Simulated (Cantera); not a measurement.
Feed: 1 mol CH3OH, 1.4 mol CO2, held at 2373.15 K and 0.00160 bar.

These are equilibrium values from Cantera (NASA tables, ideal gas, pure condensed phases), not measurements of a reactor. The numbers say what is thermodynamically allowed, not how fast it happens.

| species | before | after |
|---|---|---|
| H | 0.141 | 0.445 |
| CO | 0.418 | 0.328 |
| O | 0.0146 | 0.143 |
| H2O | 0.162 | 0.00650 |
| CO2 | 0.0715 | 0.00754 |
| H2 | 0.162 | 0.0403 |
| OH | 0.0250 | 0.0206 |
| O2 | 0.00603 | 0.00922 |
Gas species are given as mole fractions.

What was changed between the two runs?
A) pressure from 0.00160 bar to 1.00 bar
B) pressure from 0.00160 bar to 0.0100 bar
C) temperature from 2373.15 K to 2823.15 K
D) CO2 from 1.4 to 3.2 mol

C, temperature from 2373.15 K to 2823.15 K
